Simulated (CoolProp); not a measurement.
n-octane at several states: density (kg/m³) from the reference equation and from simpler models built on Tc = 295.6 °C, pc = 2.484 MPa, ω = 0.398; each cubic takes its own stable root.

Computed with CoolProp (reference Helmholtz-energy equation of state, Beckmüller 2019).

| T (°C) | p (MPa) | phase | reference | Soave-Redlich-Kwong | Peng-Robinson |
|---|---|---|---|---|---|
| 20.35 | 0.0476 | liquid | 702.3 | 600.8 | 675.5 |
| 219.25 | 0.251 | gas | 7.484 | 7.444 | 7.479 |
| 155.45 | 0.164 | gas | 5.655 | 5.594 | 5.613 |
